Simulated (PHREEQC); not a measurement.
Model water analysis in mg/L, 25 °C, pH 5.5, pe 8.1: Na 0.223; K 0.0536; Ca 0.224; Mg 0.125; Cl 0.234; S(6) as SO4 0.291; Alkalinity as HCO3 1.19; Sr 0.0111; O(0) (dissolved oxygen) 0.0261.

Valence states are taken as typed.

The numbers come from PHREEQC with the ion-association model, wateq4f.dat.

This is a speciation only: nothing precipitates in the calculation.

Q: Predict the charge-balance error.

A: charge-balance error 0.9 %.

Q: In which forms is C present?

A: CO2 88 %, HCO3- 12 % of the C.
